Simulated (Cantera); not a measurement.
Cantera with NASA thermochemical tables; ideal gases at 1 bar, condensed phases pure. Values are per mole of reaction as written; species without (g) are pure solids or liquids, kept so even where they would boil at 1 bar.

### Question
Between 300 and 2950 K, where is each reaction favourable under standard conditions?
- N₂(g) + 2 B₂O₃(g) ⇌ 2 NO(g) + 2 B₂O₂(g)
- B₂O₂(g) + O(g) ⇌ B₂O₃(g)

### Answer
- N₂(g) + 2 B₂O₃(g) ⇌ 2 NO(g) + 2 B₂O₂(g): ΔG° is 898 kJ at 300 K and 497 kJ at 2950 K; it stays positive (K < 1). ΔH° is 940 kJ and ΔS° 150 J/K at 2950 K.
- B₂O₂(g) + O(g) ⇌ B₂O₃(g): ΔG° is -593 kJ at 300 K and -252 kJ at 2950 K; it stays negative (K > 1). ΔH° is -636 kJ and ΔS° -130 J/K at 2950 K.
